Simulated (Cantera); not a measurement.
A Cantera script and its output.

```python
import numpy as np
import cantera as ct

gas = ct.Solution("gri30.yaml")
gas.TPX = 1400, 250000, {'CH4': 1, 'H2O': 0.59}
inlet = ct.Reservoir(gas, clone=True)

reactor = ct.IdealGasConstPressureReactor(gas, energy="off", clone=False)
exhaust = ct.Reservoir(gas, clone=True)
tau = [0.93, 0.41, 0.18, 0.08, 0.036, 0.016, 0.007, 0.0031, 0.0014, 0.0006][0]
for a, b in ((inlet, reactor), (reactor, exhaust)):
    ct.MassFlowController(a, b, mdot=lambda t: reactor.mass / tau)
net = ct.ReactorNet([reactor])
show = ['CH4', 'H2O', 'CO', 'O2', 'CH3']

rows = []
print(f"{'tau/s':>10s}{'T/K':>9s}" + "".join(f"{s:>11s}" for s in show))
for tau in [0.93, 0.41, 0.18, 0.08, 0.036, 0.016, 0.007, 0.0031, 0.0014, 0.0006]:
    net.initial_time = 0.0
    net.advance(30 * tau)
    before = gas.X
    net.advance(40 * tau)
    drift = np.max(np.abs(gas.X - before) / (gas.X + 1e-9))
    rows.append([gas.T, *gas[show].X, drift])
    print(f"{tau:10.3e}{gas.T:9.1f}" + "".join(f"{x:11.3e}" for x in gas[show].X))
```

It prints:

```
     tau/s      T/K        CH4        H2O         CO         O2        CH3
 9.300e-01   1400.0  4.530e-01  3.325e-01  1.495e-03  2.125e-14  3.688e-05
 4.100e-01   1400.0  5.239e-01  3.488e-01  5.061e-04  3.955e-14  4.303e-05
 1.800e-01   1400.0  5.740e-01  3.601e-01  1.508e-04  6.194e-14  4.909e-05
 8.000e-02   1400.0  6.031e-01  3.665e-01  4.251e-05  6.231e-14  5.264e-05
 3.600e-02   1400.0  6.177e-01  3.695e-01  1.208e-05  3.839e-14  5.241e-05
 1.600e-02   1400.0  6.244e-01  3.706e-01  2.969e-06  1.540e-14  4.827e-05
 7.000e-03   1400.0  6.271e-01  3.710e-01  5.209e-07  4.617e-15  4.165e-05
 3.100e-03   1400.0  6.282e-01  3.710e-01  7.345e-08  1.308e-15  3.546e-05
 1.400e-03   1400.0  6.286e-01  3.711e-01  1.032e-08  4.022e-16  3.097e-05
 6.000e-04   1400.0  6.288e-01  3.711e-01  1.272e-09  1.173e-16  2.711e-05
```

Cantera simulation using GRI-Mech 3.0 (53 species, 325 reactions); the numbers are that mechanism's predictions, not measurements. GRI-Mech 3.0 stops at C3 and has no aromatics, soot or wall deposition, so with more carbon than oxygen in the feed, carbon stays in small species such as C2H2 where larger ones or solid carbon would form.
